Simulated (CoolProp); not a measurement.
Values from CoolProp's reference Helmholtz-energy equation of state, Thol 2019.

Q: Give the vapour pressure (MPa), liquid density (kg/m³), liquid cp (kJ/(kg K)), vapour Z of saturated dodecamethylpentasiloxane (MD3M) at 46.85 °C.

A: 
| T (°C) | p (MPa) | liquid density (kg/m³) | liquid cp (kJ/(kg K)) | vapour Z |
|---|---|---|---|---|
| 46.85 | 4.13e-5 | 849 | 1.76 | 1.000 |
